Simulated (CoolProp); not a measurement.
Model: reference Helmholtz-energy equation of state, Lemmon 2005, in CoolProp. It is a short technical equation, of lower accuracy than the large ones.

Problem. For isobutene, give the phase and the speed of sound (m/s), Joule-Thomson coefficient (K/MPa), isothermal compressibility (1/MPa), expansivity (1/kK) at 19.75 °C and 1 MPa; 19.75 °C and 1.15 MPa.

Solution. 
- 19.75 °C and 1 MPa: liquid; speed of sound 912, Joule-Thomson coefficient -0.284, isothermal compressibility 0.00290, expansivity 2.06
- 19.75 °C and 1.15 MPa: liquid; speed of sound 914, Joule-Thomson coefficient -0.286, isothermal compressibility 0.00289, expansivity 2.05
